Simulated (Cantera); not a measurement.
A closed system holds: 1 mol FeCl2, 0.91 mol H2O, a varied amount of H2, held at 2123 K and 1.33 mbar.

Cantera equilibrium calculation (NASA polynomials, part measured and part estimated; ideal gas, pure solids and liquids). Candidate condensed phases: Fe, FeCl2, FeCl3, FeO, Fe(OH)2, Fe(OH)3, Fe2O3, Fe3O4, H2O; 22 gas species. The tables' stoichiometric FeO is somewhat more stable than real wüstite, so its field is too wide. FeO: taken at fixed stoichiometry. Rates play no part.

Task: What share of the Fe ends up in condensed phases as a function of n(H2) (mol), at 0.17, 0.5, 0.83, 1.2, 1.5, 1.8, 2.1?

Result: 
```
n(H2) (mol)  Fe condensed (%)      as
-----------  ----------------  ------
0.17                     20.4  FeO(l)
0.5                       4.6  FeO(l)
0.83                      0.0       -
1.2                       0.0       -
1.5                       0.0       -
1.8                       0.0       -
2.1                       0.0       -
```
